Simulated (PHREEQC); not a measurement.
## Alkaline etch or developer: speciation

Solution (5 °C): 0.0059 mol/kgw KOH and 0.0033 mol/kgw NaAlO2. Closed to the air; pH follows from the charge balance.

Model: ion-association model, phreeqc.dat, run in PHREEQC.

No solid was allowed to form.

**Question.** Estimate the pH, ionic strength.

**Answer.** pH 12.46; ionic strength 0.00920 mol/kgw.

Saturation is exceeded, for instance for Gibbsite (slow to form); the values hold only as long as no solid forms. At this temperature some constants are extrapolated from 25 °C, and those without enthalpy data are left unchanged.
